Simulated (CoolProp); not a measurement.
Values from CoolProp's reference Helmholtz-energy equation of state, Schroeder 2014.

Q: Give the vapour pressure (kPa), liquid density (kg/m³), liquid cp (kJ/(kg K)), liquid viscosity (µPa s) of saturated ethanol at 427.5 K.

A: 
| T (K) | p (kPa) | liquid density (kg/m³) | liquid cp (kJ/(kg K)) | liquid viscosity (µPa s) |
|---|---|---|---|---|
| 427.5 | 1100 | 643 | 3.89 | 161 |

Viscosity comes from a separate model (Kiselev 2005).
